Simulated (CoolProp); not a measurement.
Values from CoolProp's reference Helmholtz-energy equation of state, Zhou 2014.

**Question.** For cyclohexane, give the phase and the cp (kJ/(kg K)), Joule-Thomson coefficient (K/MPa), fugacity coefficient at 536.3 K and 6.45 MPa.

**Answer.** 
- 536.3 K and 6.45 MPa: liquid; cp 3.28, Joule-Thomson coefficient 0.731, fugacity coefficient 0.403
